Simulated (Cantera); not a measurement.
## Adiabatic ignition

An adiabatic, constant-pressure homogeneous reactor starts with CH₄ : CO : O₂ : N₂ : C₂H₆ = 1 : 0.47 : 4.76 : 17.9 : 0.23 (molar parts), equivalence ratio 0.64, at 1773 K and 0.434 atm.

Detailed kinetics in Cantera: GRI-Mech 3.0 (53 species, 325 reactions).

```tsv
t (s)	T (K)	x CH₄	x CO	x O₂	x CH₂CO	x CH₃	x NO₂
2.00e-6	1770	0.0410	0.0193	0.195	8.55e-10	0.000540	<1e-12
5.39e-6	1766	0.0410	0.0193	0.195	2.01e-8	0.00137	<1e-12
1.46e-5	1760	0.0401	0.0194	0.194	4.17e-6	0.00320	<1e-12
3.92e-5	1856	0.0273	0.0280	0.174	0.000584	0.00508	1.96e-10
0.000106	2341	<1e-12	0.0353	0.0765	<1e-12	<1e-12	4.65e-9
0.000286	2434	<1e-12	0.0315	0.0751	<1e-12	<1e-12	3.53e-8
0.000770	2569	<1e-12	0.0272	0.0740	<1e-12	<1e-12	2.41e-7
0.00208	2646	<1e-12	0.0239	0.0722	<1e-12	<1e-12	1.14e-6
0.00560	2645	<1e-12	0.0236	0.0696	<1e-12	<1e-12	2.82e-6
0.0151	2640	<1e-12	0.0234	0.0672	<1e-12	<1e-12	4.27e-6
0.0408	2639	<1e-12	0.0234	0.0669	<1e-12	<1e-12	4.51e-6
0.110	2639	<1e-12	0.0234	0.0669	<1e-12	<1e-12	4.51e-6
0.297	2639	<1e-12	0.0234	0.0669	<1e-12	<1e-12	4.51e-6
0.800	2639	<1e-12	0.0234	0.0669	<1e-12	<1e-12	4.51e-6
```
x: mole fraction; the columns are a selection and need not sum to one.

```
Quantity                                                          Result
---------------------------------  -------------------------------------
time of steepest temperature rise                                56.4 µs
temperature at 0.800 s                                            2639 K
equilibrium temperature                                           2639 K
x(CH₄) at 0.800 s                  <1e-12 (gas-phase equilibrium <1e-12)
x(CO) at 0.800 s                   0.0234 (gas-phase equilibrium 0.0234)
x(O₂) at 0.800 s                   0.0669 (gas-phase equilibrium 0.0669)
```
